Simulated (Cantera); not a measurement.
Charge: 1 mol Si, 1.2 mol Cl2, 17 mol H2, held at 1.00 bar.

These are equilibrium values from Cantera (NASA tables, ideal gas, pure condensed phases), not measurements of a reactor. Candidate condensed phases: Si; 19 gas species. Kinetics and transport are ignored.

Task: What share of the Si ends up in condensed phases as a function of T (°C), at 475, 575, 675, 775, 875, 975, 1075, 1175, 1275, 1375?

Result: 
```tsv
T (°C)	Si condensed (%)	as
475	30.9	Si(s)
575	31.6	Si(s)
675	33.3	Si(s)
775	36.3	Si(s)
875	40.8	Si(s)
975	46.0	Si(s)
1075	50.3	Si(s)
1175	52.4	Si(s)
1275	52.7	Si(s)
1375	52.2	Si(s)
```
